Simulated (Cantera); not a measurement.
Equilibrium for oxide etching and cleaning by halides: CaO + HF

Input: 1 mol CaO, a varied amount of HF, equilibrated at 1300 °C and 1000 Pa.

Equilibrium computed with Cantera from the NASA thermochemical tables; the gas is ideal and each condensed phase is pure. Candidate condensed phases: Ca, CaF₂, CaO, Ca(OH)₂, H₂O; 29 gas species. Kinetics and transport are ignored.

| n(HF) (mol) | x HF | x H₂O | x H₂ | x CaF₂ | x O₂ | x OH | n CaF₂(s) |
|---|---|---|---|---|---|---|---|
| 2.8 | 0.444 | 0.553 | 0.00116 | 0.000951 | 0.000523 | 0.000238 | 0.998 |
| 3.6 | 0.614 | 0.383 | 0.000909 | 0.000951 | 0.000410 | 0.000187 | 0.998 |
| 4.7 | 0.729 | 0.269 | 0.000718 | 0.000951 | 0.000324 | 0.000147 | 0.996 |
| 6.1 | 0.803 | 0.195 | 0.000580 | 0.000951 | 0.000261 | 0.000119 | 0.995 |
| 7.9 | 0.854 | 0.144 | 0.000474 | 0.000951 | 0.000214 | 9.73e-5 | 0.993 |
| 10 | 0.888 | 0.111 | 0.000397 | 0.000951 | 0.000179 | 8.15e-5 | 0.991 |
| 13 | 0.916 | 0.0829 | 0.000327 | 0.000951 | 0.000148 | 6.72e-5 | 0.989 |
| 17 | 0.936 | 0.0621 | 0.000270 | 0.000951 | 0.000122 | 5.55e-5 | 0.985 |
| 23 | 0.954 | 0.0452 | 0.000218 | 0.000951 | 9.86e-5 | 4.49e-5 | 0.979 |
x: gas mole fraction; n: condensed amount in mol.

From 2.8 mol HF to 23 mol HF the condensed part is CaF₂(s). The main Ca-bearing gas is CaF₂ throughout.
